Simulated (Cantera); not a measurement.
An adiabatic, constant-pressure homogeneous reactor starts with CH3OH : O2 : N2 : CO2 = 1 : 0.75 : 2.03 : 0.1 (molar parts), equivalence ratio 2.0, at 1100 K and 0.987 atm. Integrator tolerance rtol = 1e-08.

Model: GRI-Mech 3.0 (53 species, 325 reactions), integrated in Cantera. GRI-Mech 3.0 was tuned for natural gas; its chemistry of methanol as a main component is partial and can be far from experiment.

Question: What does this change do: pressure from 0.987 atm to 0.563 atm?

Answer: 
```csv
quantity,before,after
time of steepest temperature rise,47.3 ms,77.9 ms
temperature at 0.100 s,2387 K,2376 K
equilibrium temperature,2386 K,2375 K
x(CH3OH) at 0.100 s,<1e-12 (gas-phase equilibrium <1e-12),<1e-12 (gas-phase equilibrium <1e-12)
x(O2) at 0.100 s,4.37e-5 (gas-phase equilibrium 4.36e-5),6.83e-5 (gas-phase equilibrium 6.75e-5)
x(CO2) at 0.100 s,0.0536 (gas-phase equilibrium 0.0536),0.0537 (gas-phase equilibrium 0.0537)
x(CO) at 0.100 s,0.160 (gas-phase equilibrium 0.160),0.160 (gas-phase equilibrium 0.160)
x(CH4) at 0.100 s,7.08e-12 (gas-phase equilibrium 8.05e-12),2.39e-12 (gas-phase equilibrium 2.74e-12)
```

Question: What does this change do: constant volume in place of constant pressure?

Answer: 
| quantity | before | after |
|---|---|---|
| time of steepest temperature rise | 47.3 ms | 46.5 ms |
| temperature at 0.100 s | 2387 K | 2688 K |
| equilibrium temperature | 2386 K | 2688 K |
| x(CH3OH) at 0.100 s | <1e-12 (gas-phase equilibrium <1e-12) | <1e-12 (gas-phase equilibrium <1e-12) |
| x(O2) at 0.100 s | 4.37e-5 (gas-phase equilibrium 4.36e-5) | 0.000243 (gas-phase equilibrium 0.000243) |
| x(CO2) at 0.100 s | 0.0536 (gas-phase equilibrium 0.0536) | 0.0492 (gas-phase equilibrium 0.0492) |
| x(CO) at 0.100 s | 0.160 (gas-phase equilibrium 0.160) | 0.163 (gas-phase equilibrium 0.163) |
| x(CH4) at 0.100 s | 7.08e-12 (gas-phase equilibrium 8.05e-12) | 2.10e-11 (gas-phase equilibrium 2.39e-11) |

Question: What does this change do: 0.083 parts H2 added?

Answer: 
```json
[
 {"quantity": "time of steepest temperature rise", "before": "47.3 ms", "after": "37.2 ms"},
 {"quantity": "temperature at 0.100 s", "before": "2387 K", "after": "2371 K"},
 {"quantity": "equilibrium temperature", "before": "2386 K", "after": "2371 K"},
 {"quantity": "x(CH3OH) at 0.100 s", "before": "<1e-12 (gas-phase equilibrium <1e-12)", "after": "<1e-12 (gas-phase equilibrium <1e-12)"},
 {"quantity": "x(O2) at 0.100 s", "before": "4.37e-5 (gas-phase equilibrium 4.36e-5)", "after": "3.14e-5 (gas-phase equilibrium 3.14e-5)"},
 {"quantity": "x(CO2) at 0.100 s", "before": "0.0536 (gas-phase equilibrium 0.0536)", "after": "0.0498 (gas-phase equilibrium 0.0498)"},
 {"quantity": "x(CO) at 0.100 s", "before": "0.160 (gas-phase equilibrium 0.160)", "after": "0.160 (gas-phase equilibrium 0.160)"},
 {"quantity": "x(CH4) at 0.100 s", "before": "7.08e-12 (gas-phase equilibrium 8.05e-12)", "after": "9.70e-12 (gas-phase equilibrium 1.10e-11)"}
]
```
